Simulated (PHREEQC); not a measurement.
1 kg of water holding 0.016 mol KCl, 0.057 mol Na2CO3 and 0.13 mol Na2SO4 is evaporated at 25 °C; the solids stay in contact with the brine. CO2 is held at log p = -3.4 (atm). Only these solids could form: Arcanite, Burkeite, Glaserite, Halite, Kalicinite, Mirabilite, Misenite, Nahcolite, Natron, Sylvite, Thenardite, Trona.

The numbers come from PHREEQC with the Pitzer model, pitzer.dat.

```
water left (kg)  ionic strength  water activity  Mirabilite (mol)  Thenardite (mol)  Trona (mol)  Glaserite (mol)
---------------  --------------  --------------  ----------------  ----------------  -----------  ---------------
0.9996                    0.555           0.991                 0                 0            0                0
0.8216                    0.678           0.990                 0                 0            0                0
0.6752                      ___           0.988                 0                 0            0                0
0.5549                     1.01           0.985                 0                 0            0                0
0.4561                     1.23             ___                 0                 0            0                0
0.3748                     1.50           0.979                 0                 0            0                0
0.308                      1.83           0.975                 0                 0            0                0
0.2532                     2.23           0.971                 0                 0            0                0
0.2081                      ___           0.965                 0                 0            0                0
0.171                      3.31           0.958                 0                 0            0                0
0.1405                      ___           0.950                 0                 0            0                0
0.1155                     4.92           0.940                 0                 0            0                0
0.09491                    5.99           0.927                 0                 0            0                0
0.07798                    7.30           0.910                 0                 0            0                0
0.0631                     8.76           0.889           0.00542                 0            0                0
0.04611                    9.99           0.868            0.0364                 0            0                0
0.03298                    12.1           0.829            0.0571                 0            0                0
0.02082                    12.8           0.809            0.0780                 0       0.0159                0
0.01846                    12.8           0.805            0.0552            0.0274       0.0190         0.000483
```

Question: What belongs in the gaps?

Answer: 
- 0.6752, ionic strength: 0.827
- 0.4561, water activity: 0.983
- 0.2081, ionic strength: 2.72
- 0.1405, ionic strength: 4.04

Complexes and solids missing from the database can't appear.
